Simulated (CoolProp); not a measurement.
Vapour-liquid equilibrium of ethanol (1) + cyclohexane (2) at 1.01 MPa; x and y are mole fractions of (1).

Computed with CoolProp (multi-fluid Helmholtz-energy mixture model, Schroeder 2014 and Zhou 2014; pair parameters Bell 2016).

```csv
x,bubble temperature (°C),y at the bubble point,dew temperature at overall composition x (°C),liquid density (mol/L)
0.05,171.1,0.189,179.6,7.442
0.125,160.7,0.353,175.0,7.797
0.2,155.0,0.445,170.3,8.118
0.275,151.7,0.502,165.6,8.440
0.35,149.7,0.542,160.9,8.785
0.425,148.4,0.574,156.2,…
0.5,147.6,0.603,151.8,9.591
0.575,147.1,0.632,148.4,10.07
0.65,146.8,…,146.9,10.61
0.725,146.8,0.707,146.9,11.22
0.8,147.2,0.761,147.7,11.90
0.875,148.2,0.831,148.9,…
0.95,149.7,0.924,150.2,13.47
```

Complete the blanks.


- 0.425, liquid density (mol/L): 9.164
- 0.65, y at the bubble point: 0.666
- 0.875, liquid density (mol/L): 12.64

y crosses x between x = 0.65 and 0.725: the model has an azeotrope there.

Pair parameters are fitted to limited data, so mixtures are less certain than the pure fluids.
